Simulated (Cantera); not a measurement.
Charge: 1 mol CsCl, 3.8 mol HF, 4.1 mol H2, held at 1925 K and 99.0 Pa.

These are equilibrium values from Cantera (NASA tables, ideal gas, pure condensed phases), not measurements of a reactor. Candidate condensed phases: Cs, CsCl, CsF; 22 gas species. Equilibrium is a limit: real reactors are often held back by kinetics, nucleation or transport.

Base state: H2 0.442, HF 0.399, CsCl 0.0823, HCl 0.0276, CsF 0.0226, H 0.0202, Cs 0.00593, Cl 0.000950 (mole fractions); condensed: gas only.

What changes in the equilibrium state with this change: pressure from 99.0 Pa to 0.100 bar?


```tsv
species	before	after
H2	0.442	0.459
HF	0.399	0.401
CsCl	0.0823	0.0861
H	0.0202	0.00205
Cs	0.00593	0.000670
CsF	0.0226	0.0254
HCl	0.0276	0.0260
Cs2Cl2	2.28e-7	2.53e-5
Cl	0.000950	8.72e-5
```

What changes in the equilibrium state with this change: temperature from 1925 K to 1273 K?


```csv
species,before,after
H2,0.442,0.461
HF,0.399,0.417
CsCl,0.0823,0.102
H,0.0202,1.54e-5
HCl,0.0276,0.0101
CsF,0.0226,0.0101
Cl,0.000950,2.87e-7
Cs2Cl2,2.28e-7,8.34e-5
Cs,0.00593,1.64e-5
```
